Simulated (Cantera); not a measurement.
# Ignition delay

Mixture: 3.75 % CH₄, 5.25 % CO, 19.1 % O₂, 71.9 % N₂, equivalence ratio 0.53, at 5.00 bar, adiabatic and at constant volume. Ignition delay is the time to a rise of 400 K.

Model: GRI-Mech 3.0 (53 species, 325 reactions), integrated in Cantera.

```csv
T0 (K),delay (ms)
1223,5.87
1273,2.95
1323,1.55
1373,0.849
1423,0.487
1473,0.291
1523,0.181
1573,0.117
1623,0.0785
1673,0.0543
```

| Quantity | Result |
|---|---|
| apparent activation energy between 1573 and 1673 K | 170 kJ/mol |
